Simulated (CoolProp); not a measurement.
Saturation properties of 1-butene (Tc = 419.3 K, pc = 4.006 MPa, ω = 0.192).

Values from CoolProp's reference Helmholtz-energy equation of state, Lemmon 2005. It is a short technical equation, of lower accuracy than the large ones.

```json
[
 {"T (K)": "226.4", "p (MPa)": "0.01504", "liquid density (kg/m³)": "670.3", "vapour density (kg/m³)": "0.4534", "enthalpy of vaporisation (kJ/kg)": "428.2", "liquid cp (kJ/(kg K))": "2.030", "surface tension (mN/m)": "21.4"},
 {"T (K)": "235.5", "p (MPa)": "0.02469", "liquid density (kg/m³)": "660.5", "vapour density (kg/m³)": "0.7192", "enthalpy of vaporisation (kJ/kg)": "420.4", "liquid cp (kJ/(kg K))": "2.057", "surface tension (mN/m)": "20.2"},
 {"T (K)": "244.6", "p (MPa)": "0.03885", "liquid density (kg/m³)": "650.6", "vapour density (kg/m³)": "1.096", "enthalpy of vaporisation (kJ/kg)": "412.5", "liquid cp (kJ/(kg K))": "2.086", "surface tension (mN/m)": "18.9"},
 {"T (K)": "253.8", "p (MPa)": "0.05913", "liquid density (kg/m³)": "640.4", "vapour density (kg/m³)": "1.620", "enthalpy of vaporisation (kJ/kg)": "404.3", "liquid cp (kJ/(kg K))": "2.117", "surface tension (mN/m)": "17.7"},
 {"T (K)": "262.9", "p (MPa)": "0.08666", "liquid density (kg/m³)": "630.1", "vapour density (kg/m³)": "2.312", "enthalpy of vaporisation (kJ/kg)": "395.9", "liquid cp (kJ/(kg K))": "2.151", "surface tension (mN/m)": "16.5"},
 {"T (K)": "272", "p (MPa)": "0.1233", "liquid density (kg/m³)": "619.7", "vapour density (kg/m³)": "3.215", "enthalpy of vaporisation (kJ/kg)": "387.3", "liquid cp (kJ/(kg K))": "2.188", "surface tension (mN/m)": "15.3"},
 {"T (K)": "281.1", "p (MPa)": "0.1710", "liquid density (kg/m³)": "609.0", "vapour density (kg/m³)": "4.368", "enthalpy of vaporisation (kJ/kg)": "378.3", "liquid cp (kJ/(kg K))": "2.227", "surface tension (mN/m)": "14.1"},
 {"T (K)": "290.2", "p (MPa)": "0.2318", "liquid density (kg/m³)": "598.0", "vapour density (kg/m³)": "5.818", "enthalpy of vaporisation (kJ/kg)": "368.9", "liquid cp (kJ/(kg K))": "2.269", "surface tension (mN/m)": "13.0"},
 {"T (K)": "299.3", "p (MPa)": "0.3077", "liquid density (kg/m³)": "586.7", "vapour density (kg/m³)": "7.615", "enthalpy of vaporisation (kJ/kg)": "359.1", "liquid cp (kJ/(kg K))": "2.315", "surface tension (mN/m)": "11.8"},
 {"T (K)": "308.4", "p (MPa)": "0.4010", "liquid density (kg/m³)": "575.1", "vapour density (kg/m³)": "9.818", "enthalpy of vaporisation (kJ/kg)": "348.8", "liquid cp (kJ/(kg K))": "2.365", "surface tension (mN/m)": "10.7"},
 {"T (K)": "317.5", "p (MPa)": "0.5141", "liquid density (kg/m³)": "563.0", "vapour density (kg/m³)": "12.50", "enthalpy of vaporisation (kJ/kg)": "337.8", "liquid cp (kJ/(kg K))": "2.420", "surface tension (mN/m)": "9.65"},
 {"T (K)": "326.6", "p (MPa)": "0.6493", "liquid density (kg/m³)": "550.4", "vapour density (kg/m³)": "15.73", "enthalpy of vaporisation (kJ/kg)": "326.1", "liquid cp (kJ/(kg K))": "2.481", "surface tension (mN/m)": "8.58"}
]
```

It boils at 266.8 K under 1 atm.

Surface tension comes from a separate correlation (Mulero 2012).
